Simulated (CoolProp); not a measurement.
Vapour-liquid equilibrium of n-heptane (1) + o-xylene (2) at 0.0116 MPa; x and y are mole fractions of (1).

Model: multi-fluid Helmholtz-energy mixture model, Span 2003 and Zhou 2012; pair parameters Bell 2016, in CoolProp.

```csv
x,"bubble temperature, mixture model (K)","bubble temperature, Raoult's law (K)","y, mixture model","y, Raoult's law"
0.05,344.7,346.7,0.259,0.198
0.15,336.2,339.8,0.535,0.464
0.25,330.5,334.2,0.676,0.630
0.35,326.4,329.7,0.762,0.739
0.45,323.2,325.8,0.821,0.816
0.55,320.6,322.5,0.866,0.872
0.65,318.3,319.6,0.902,0.913
0.75,316.3,317.1,0.933,0.946
0.85,314.4,314.8,0.961,0.971
0.95,312.6,312.7,0.987,0.991
```

The largest gap from Raoult's law is -3.7 K in bubble temperature, at x = 0.25. No azeotrope shows between x = 0.05 and 0.95.

The pair parameters rest on a limited set of measurements; away from them the model extrapolates.
